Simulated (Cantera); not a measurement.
**Moist CO burnout**

An isothermal, constant-pressure homogeneous reactor starts with CO : O2 : H2O : N2 = 0.0071 : 0.029 : 0.0029 : 1 (molar parts), equivalence ratio 0.12, at 1475 K and 6.40 bar.

Computed with Cantera and GRI-Mech 3.0 (53 species, 325 reactions).

```tsv
t (s)	x CO	x O2	x H2O	x NO	x CO2	x OH	x N2O
0.000400	0.00535	0.0271	0.00271	5.29e-8	0.00149	9.42e-5	1.10e-6
0.00123	0.00154	0.0253	0.00276	6.01e-7	0.00531	6.07e-5	4.10e-6
0.00380	0.000219	0.0247	0.00278	1.09e-6	0.00664	2.86e-5	4.77e-6
0.0117	1.71e-5	0.0246	0.00279	1.29e-6	0.00684	1.17e-5	2.75e-6
0.0360	7.70e-7	0.0246	0.00280	1.34e-6	0.00686	5.15e-6	3.95e-7
0.111	6.13e-8	0.0246	0.00280	1.34e-6	0.00686	3.88e-6	7.21e-8
0.342	5.82e-8	0.0246	0.00280	1.35e-6	0.00686	3.87e-6	7.11e-8
1.05	5.82e-8	0.0246	0.00280	1.37e-6	0.00686	3.87e-6	7.11e-8
3.25	5.82e-8	0.0246	0.00280	1.43e-6	0.00686	3.87e-6	7.11e-8
10.0	5.82e-8	0.0246	0.00280	1.61e-6	0.00686	3.87e-6	7.11e-8
```
x: mole fraction; the columns are a selection and need not sum to one.

Equilibrium at this temperature and pressure: CO 5.84e-8, O2 0.0244, H2O 0.00280, NO 0.000409, CO2 0.00686, OH 3.86e-6, N2O 7.09e-8 (gas phase only).
